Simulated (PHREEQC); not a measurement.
Solution (75 °C): 0.0018 mol MnSO4, 0.036 mol CuCl2, 3.6e-05 mol HCl and 0.00031 mol Na2SO4 per kg of water. Closed to the air; pH follows from the charge balance.

All values are PHREEQC results (ion-association model, wateq4f.dat), not measurements.

No solid was allowed to form.

Question: Estimate the pH, ionic strength.

Answer: pH 3.96; ionic strength 0.0878 mol/kgw.

Question: In which forms is Mn present?

Answer: Mn+2 87 %, MnCl+ 7.9 %, MnSO4 5.0 % of the Mn.

Examples of supersaturated solids here: Atacamite. Others may be too. Species that the database lacks are ignored. Away from 25 °C the constants follow the database's enthalpies or fits; those with neither stay at their 25 °C values.
